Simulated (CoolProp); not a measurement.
A simple Rankine cycle with trans-2-butene: condensing at 302.15 K, boiler at 1.45 MPa, turbine inlet 521 K, turbine efficiency 0.9, pump efficiency 0.7, no recuperator. Each further row changes one setting.

Values from CoolProp's reference Helmholtz-energy equation of state, Lemmon 2005. It is a short technical equation, of lower accuracy than the large ones.

```csv
case,thermal efficiency (%),net work (kJ/kg),heat in (kJ/kg),turbine exit temperature (K),volume ratio over the turbine
as stated,13.0,104,801,467.5,5.17
condensing temperature 294.15 K,14.6,119,820,460.1,(withheld)
boiler pressure 1.01 MPa,10.5,84.4,808,479.5,3.62
turbine efficiency 0.8,11.5,92.3,801,(withheld),(withheld)
```

Q: What belongs in the gaps?

A: 
- condensing temperature 294.15 K, volume ratio over the turbine: 6.57
- turbine efficiency 0.8, turbine exit temperature (K): 472.9
- turbine efficiency 0.8, volume ratio over the turbine: 5.23
